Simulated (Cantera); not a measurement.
Source: NASA polynomial tables (part measured, part estimated), evaluated in Cantera. Values are per mole of reaction as written; species without (g) are pure solids or liquids, kept so even where they would boil at 1 bar.

4 PH3(g) + 11 O2(g) → P4O10(g) + 12 OH(g)

```
T (K)    ΔH° (kJ)   ΔS° (J/K)    ΔG° (kJ)     log10 K
-----  ----------  ----------  ----------  ----------
1823      -2388.4      -390.8     -1675.9       48.02
1898   (withheld)  (withheld)  (withheld)  (withheld)
1973      -2385.6      -389.3     -1617.4       42.82
2048      -2384.2      -388.6     -1588.3       40.51
2123      -2382.9      -388.0     -1559.1       38.36
2198      -2381.6      -387.4     -1530.1       36.36
2273      -2380.4      -386.9     -1501.0       34.49
2348      -2379.2      -386.3     -1472.0       32.75
2423      -2378.0      -385.9     -1443.1       31.11
2498   (withheld)  (withheld)  (withheld)  (withheld)
2573   (withheld)  (withheld)  (withheld)  (withheld)
```

Fill in the missing entries.


- 1898, ΔH° (kJ): -2386.9
- 1898, ΔS° (J/K): -390.0
- 1898, ΔG° (kJ): -1646.7
- 1898, log10 K: 45.32
- 2498, ΔH° (kJ): -2376.9
- 2498, ΔS° (J/K): -385.4
- 2498, ΔG° (kJ): -1414.2
- 2498, log10 K: 29.57
- 2573, ΔH° (kJ): -2375.7
- 2573, ΔS° (J/K): -385.0
- 2573, ΔG° (kJ): -1385.3
- 2573, log10 K: 28.12
